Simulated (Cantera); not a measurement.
**Silicon epitaxy and polysilicon growth: Si₂H₆ + Cl₂ + H₂**

Input: 1 mol Si₂H₆, 0.17 mol Cl₂, 12 mol H₂, held at 1650 K and 0.133 bar.

These are equilibrium values from Cantera (NASA tables, ideal gas, pure condensed phases), not measurements of a reactor. Candidate condensed phases: Si; 19 gas species. The feed counts by its element totals alone. The tables' values for SiCl₃ are old estimates; treat these amounts as uncertain. Equilibrium is a limit: real reactors are often held back by kinetics, nucleation or transport.

```
Property        Value
----------  ---------
x(H₂)           0.979
x(HCl)         0.0196
x(SiCl₂)      0.00139
x(H)         0.000246
x(SiCl₃)      1.05e-5
x(SiH₂)       8.47e-6
x(Cl)         3.86e-6
x(SiCl)       3.31e-6
x(SiH₂Cl₂)    2.07e-6
n(Si(s))     1.98 mol
gas amount  15.17 mol
```
